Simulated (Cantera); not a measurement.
What does this Cantera script print?

```python
import numpy as np
import cantera as ct

gas = ct.Solution("gri30.yaml", transport_model="multicomponent")
show = ['CO2', 'NO', 'H2']

rows = []
print(f"{'T/K':>7s}{'rho':>11s}{'cp':>10s}{'mu':>11s}{'lambda':>11s}{'Pr':>7s}" + "".join(f"{'D_' + s:>11s}" for s in show))
for T in [400, 650, 900, 1150, 1400, 1650]:
    gas.TPX = T, 100000, {'C3H8': 0.5, 'CO': 0.48}
    Pr = gas.cp_mass * gas.viscosity / gas.thermal_conductivity
    D = [gas.mix_diff_coeffs_mole[gas.species_index(s)] for s in show]
    rows.append([gas.density, gas.cp_mass, gas.viscosity, gas.thermal_conductivity, Pr, *D])
    print(f"{T:7g}{gas.density:11.4e}{gas.cp_mass:10.1f}{gas.viscosity:11.4e}"
          f"{gas.thermal_conductivity:11.4e}{Pr:7.3f}" + "".join(f"{d:11.4e}" for d in D))
print("SI units: kg/m3, J/kg/K, Pa s, W/m/K, m2/s")
```

Result:

```
    T/K        rho        cp         mu     lambda     Pr      D_CO2       D_NO       D_H2
    400 1.0890e+00    1722.8 1.4446e-05 3.0812e-02  0.808 1.8499e-05 2.4423e-05 9.6632e-05
    650 6.7015e-01    2331.3 2.1267e-05 5.9570e-02  0.832 4.4633e-05 5.6870e-05 2.1996e-04
    900 4.8400e-01    2769.8 2.6980e-05 8.9012e-02  0.840 7.8851e-05 9.8870e-05 3.7905e-04
   1150 3.7878e-01    3064.9 3.2015e-05 1.1655e-01  0.842 1.2006e-04 1.4928e-04 5.6991e-04
   1400 3.1114e-01    3281.8 3.6590e-05 1.4249e-01  0.843 1.6759e-04 2.0738e-04 7.8995e-04
   1650 2.6400e-01    3450.9 4.0830e-05 1.6711e-01  0.843 2.2097e-04 2.7264e-04 1.0372e-03
SI units: kg/m3, J/kg/K, Pa s, W/m/K, m2/s
```

Computed with Cantera and GRI-Mech 3.0 (53 species, 325 reactions). The composition is frozen, though it would react at the higher temperatures.
